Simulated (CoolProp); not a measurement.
Properties of acetone along the isobar 6.94 MPa.

Values from CoolProp's reference Helmholtz-energy equation of state, Lemmon 2006. It is a short technical equation, of lower accuracy than the large ones.

| T (°C) | phase | cv (kJ/(kg K)) | speed of sound (m/s) | expansivity (1/kK) |
|---|---|---|---|---|
| -42.95 | liquid | 1.465 | 1523 | 1.196 |
| -28.35 | liquid | 1.479 | 1452 | 1.217 |
| -13.75 | liquid | 1.495 | 1384 | 1.245 |
| 0.85 | liquid | 1.514 | 1317 | 1.278 |
| 15.35 | liquid | 1.535 | 1252 | 1.318 |
| 29.95 | liquid | 1.558 | 1188 | 1.366 |
| 44.55 | liquid | 1.584 | 1125 | 1.422 |
| 59.15 | liquid | 1.611 | 1063 | 1.487 |
| 73.65 | liquid | 1.639 | 1002 | 1.564 |
| 88.25 | liquid | 1.669 | 941.1 | 1.655 |
| 102.85 | liquid | 1.700 | 880.7 | 1.763 |
| 117.45 | liquid | 1.731 | 820.6 | 1.893 |
| 131.95 | liquid | 1.764 | 761.0 | 2.051 |
